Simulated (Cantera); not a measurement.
## Chlorosilane synthesis and conversion: Si + HCl + H₂

A closed system holds: 1 mol Si, 2.1 mol HCl, 3.5 mol H₂, held at 728 Torr.

Cantera equilibrium calculation (NASA polynomials, part measured and part estimated; ideal gas, pure solids and liquids). Candidate condensed phases: Si; 19 gas species. The tables' values for SiCl₃ are old estimates; treat these amounts as uncertain. Kinetics and transport are ignored.

From 850 K to 1450 K the condensed part is Si(s). The main Si-bearing gas is SiCl₄ at 850 K and SiCl₂ at 1450 K. The share of Si in condensed phases is highest at 1300 K (46.8 %) and lowest at 850 K (41.7 %).

```json
[
 {"T (K)": "850", "x H₂": "0.881", "x HCl": "0.00233", "x SiCl₄": "0.0699", "x SiHCl₃": "0.0439", "x SiCl₂": "7.33e-6", "x SiCl₃": "8.49e-5", "x SiH₂Cl₂": "0.00242", "n Si(s)": "0.417"},
 {"T (K)": "900", "x H₂": "0.880", "x HCl": "0.00407", "x SiCl₄": "0.0699", "x SiHCl₃": "0.0430", "x SiCl₂": "2.55e-5", "x SiCl₃": "0.000193", "x SiH₂Cl₂": "0.00251", "n Si(s)": "0.419"},
 {"T (K)": "950", "x H₂": "0.879", "x HCl": "0.00668", "x SiCl₄": "0.0697", "x SiHCl₃": "0.0420", "x SiCl₂": "7.76e-5", "x SiCl₃": "0.000402", "x SiH₂Cl₂": "0.00257", "n Si(s)": "0.423"},
 {"T (K)": "1000", "x H₂": "0.876", "x HCl": "0.0104", "x SiCl₄": "0.0690", "x SiHCl₃": "0.0410", "x SiCl₂": "0.000210", "x SiCl₃": "0.000773", "x SiH₂Cl₂": "0.00262", "n Si(s)": "0.428"},
 {"T (K)": "1050", "x H₂": "0.872", "x HCl": "0.0155", "x SiCl₄": "0.0679", "x SiHCl₃": "0.0397", "x SiCl₂": "0.000513", "x SiCl₃": "0.00139", "x SiH₂Cl₂": "0.00265", "n Si(s)": "0.435"},
 {"T (K)": "1100", "x H₂": "0.867", "x HCl": "0.0221", "x SiCl₄": "0.0660", "x SiHCl₃": "0.0382", "x SiCl₂": "0.00114", "x SiCl₃": "0.00233", "x SiH₂Cl₂": "0.00266", "n Si(s)": "0.442"},
 {"T (K)": "1150", "x H₂": "0.861", "x HCl": "0.0304", "x SiCl₄": "0.0633", "x SiHCl₃": "0.0364", "x SiCl₂": "0.00236", "x SiCl₃": "0.00370", "x SiH₂Cl₂": "0.00263", "n Si(s)": "0.450"},
 {"T (K)": "1200", "x H₂": "0.853", "x HCl": "0.0404", "x SiCl₄": "0.0596", "x SiHCl₃": "0.0342", "x SiCl₂": "0.00452", "x SiCl₃": "0.00554", "x SiH₂Cl₂": "0.00257", "n Si(s)": "0.458"},
 {"T (K)": "1250", "x H₂": "0.843", "x HCl": "0.0520", "x SiCl₄": "0.0546", "x SiHCl₃": "0.0315", "x SiCl₂": "0.00807", "x SiCl₃": "0.00785", "x SiH₂Cl₂": "0.00247", "n Si(s)": "0.464"},
 {"T (K)": "1300", "x H₂": "0.832", "x HCl": "0.0649", "x SiCl₄": "0.0484", "x SiHCl₃": "0.0283", "x SiCl₂": "0.0135", "x SiCl₃": "0.0105", "x SiH₂Cl₂": "0.00233", "n Si(s)": "0.468"},
 {"T (K)": "1350", "x H₂": "0.819", "x HCl": "0.0785", "x SiCl₄": "0.0411", "x SiHCl₃": "0.0246", "x SiCl₂": "0.0211", "x SiCl₃": "0.0132", "x SiH₂Cl₂": "0.00214", "n Si(s)": "0.467"},
 {"T (K)": "1400", "x H₂": "0.806", "x HCl": "0.0920", "x SiCl₄": "0.0332", "x SiHCl₃": "0.0206", "x SiCl₂": "0.0310", "x SiCl₃": "0.0156", "x SiH₂Cl₂": "0.00192", "n Si(s)": "0.462"},
 {"T (K)": "1450", "x H₂": "0.792", "x HCl": "0.105", "x SiCl₄": "0.0252", "x SiHCl₃": "0.0164", "x SiCl₂": "0.0426", "x SiCl₃": "0.0171", "x SiH₂Cl₂": "0.00166", "n Si(s)": "0.452"}
]
```
x: gas mole fraction; n: condensed amount in mol.
